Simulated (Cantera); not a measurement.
## Moist CO burnout

A perfectly stirred reactor is fed with CO : O2 : H2O : N2 = 0.011 : 0.047 : 0.053 : 1 (molar parts), equivalence ratio 0.12, at 1.90 bar; it is held at 1300 K, and followed from long to short residence time.

Model: GRI-Mech 3.0 (53 species, 325 reactions), integrated in Cantera.

```
τ (s)        x CO    x O2   x H2O   x H2O2    x HO2
-------  --------  ------  ------  -------  -------
6.2       1.75e-5  0.0375  0.0479  1.10e-8  1.11e-7
2.1       3.68e-5  0.0376  0.0479  2.05e-8  2.28e-7
0.70      7.80e-5  0.0376  0.0479  3.81e-8  4.71e-7
0.24     0.000162  0.0376  0.0479  6.80e-8  9.38e-7
0.080    0.000340  0.0377  0.0479  1.20e-7  1.85e-6
0.027    0.000699  0.0378  0.0479  2.04e-7  3.44e-6
0.0090    0.00141  0.0382  0.0478  3.31e-7  5.97e-6
0.0030    0.00270  0.0388  0.0477  4.98e-7  9.28e-6
0.0010    0.00469  0.0397  0.0476  6.61e-7  1.27e-5
0.00034   0.00705  0.0409  0.0475  7.16e-7  1.48e-5
```
x: mole fraction; the columns are a selection and need not sum to one.
